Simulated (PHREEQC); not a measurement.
1 kg of water holding 0.19 mol KHCO3, 0.042 mol K2SO4, 0.01 mol K2CO3 and 0.26 mol KCl is evaporated at 25 °C; the solids stay in contact with the brine. CO2 from the air is kept out. The run lets Arcanite, Kalicinite, Misenite, Sylvite precipitate or redissolve, and no other solid.

The series has 28 steps of water left (kg), from 1 to 0.004998.

The numbers come from PHREEQC with the Pitzer model, pitzer.dat.

Problem. Which solids form, in which order, and at which step of the series does each first stand?

Solution. Arcanite from water left = 0.1711 kg (pH 8.25); Kalicinite from water left = 0.07808 kg (pH 8.33); Sylvite from water left = 0.06417 kg (pH 8.46).

Complexes and solids missing from the database can't appear.
